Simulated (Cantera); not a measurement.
Feed: 1 mol C2H6, 3.1 mol H2, 6.5 mol N2, held at 2452 °C and 38.0 mbar.

Equilibrium computed with Cantera from the NASA thermochemical tables; the gas is ideal and each condensed phase is pure. Candidate condensed phases: C, C6H6, C7H8, C8H18; 92 gas species. Rates play no part.

Base state: N2 0.442, H2 0.316, H 0.180, HCN 0.0443, C2H2 (acetylene) 0.00814, HNC 0.00658, CN 0.00195, C2H 0.000515 (mole fractions); condensed: C(graphite).

Task: What changes in the equilibrium state with this change: pressure from 38.0 mbar to 61.0 bar?

Result: 
```tsv
species	before	after
N2	0.442	0.484
H2	0.316	0.435
HCN	0.0443	0.0544
H	0.180	0.00527
C2H2 (acetylene)	0.00814	0.0112
C2H4	3.42e-8	0.000104
CH4	4.09e-7	0.00125
CH3CN	2.58e-8	7.00e-5
NH3	3.77e-8	0.000102
C2	3.09e-5	1.93e-8
C(graphite), mol	1.00	0.893
```
The ideal-gas law is rough above about 30 bar.

Task: What changes in the equilibrium state with this change: N2 from 6.5 to 0.26 mol?

Result: 
| species | before | after |
|---|---|---|
| H2 | 0.316 | 0.674 |
| H | 0.180 | 0.263 |
| N2 | 0.442 | 0.0262 |
| HCN | 0.0443 | 0.0157 |
| C2H2 (acetylene) | 0.00814 | 0.0174 |
| C2N2 | 0.000118 | 7.01e-6 |
| CN | 0.00195 | 0.000474 |
| C(graphite), mol | 1.00 | 1.58 |
